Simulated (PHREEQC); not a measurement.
Consider water at 48 °C with 82 mmol/kgw H2SO4 and 140 mmol/kgw Al2(SO4)3. Closed to the air; pH follows from the charge balance.

Model: ion-association model, wateq4f.dat, run in PHREEQC.

**Question.** The ionic strength comes out as 0.453 mol/kgw. What activity coefficients do AlOH+2, AlSO4+, SO4-2, AlHSO4+2, Al+3 get?

**Answer.** AlOH+2 0.22, AlSO4+ 0.66, SO4-2 0.20, AlHSO4+2 0.27, Al+3 0.085.

This is a speciation only: nothing precipitates in the calculation. Species that the database lacks are ignored. Away from 25 °C the constants follow the database's enthalpies or fits; those with neither stay at their 25 °C values.
